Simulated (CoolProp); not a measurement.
The fluid at 612.01 K and 0.14 MPa is throttled through a valve to 0.0662 MPa with no heat exchange. The same conditions are run with several fluids, on thermodynamics alone (safety and materials aside).

Model: reference Helmholtz-energy equation of state of each fluid (toluene: Lemmon 2006; methanol: de Reuck 1993; o-xylene: Zhou 2012; propylene glycol: Eisenbach 2021; water: Wagner 2002), in CoolProp.

Q: Rank toluene, methanol, o-xylene, propylene glycol, water by temperature change (K), highest first.

A: methanol (-0.3), propylene glycol (-0.4), toluene (-0.5), o-xylene (-0.6), water (-0.7)

```csv
fluid,final density (kg/m³)
toluene,1.21
methanol,0.418
o-xylene,1.39
propylene glycol,0.995
water,0.235
```
